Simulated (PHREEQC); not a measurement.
Model water analysis in mg/kgw, 25 °C, pH 3.94, pe 8.2: Na 208; K 154; Ca 37.4; Mg 12.8; Cl 94.4; S(6) as SO4 631; Fe(3) 1.7; Cu(2) 0.855.

Na is adjusted to close the charge balance.
Valence states are taken as typed.

Computed with PHREEQC (ion-association model, phreeqc.dat).

**Question.** The ionic strength comes out as 0.0216 mol/kgw. What activity coefficients do SO4-2, K+, FeSO4+, Na+, NaSO4- get?

**Answer.** SO4-2 0.57, K+ 0.86, FeSO4+ 0.87, Na+ 0.87, NaSO4- 0.87.

No solid was allowed to form. Saturation is exceeded, for instance for Jarosite-K, Hematite (slow to form); the values hold only as long as no solid forms.
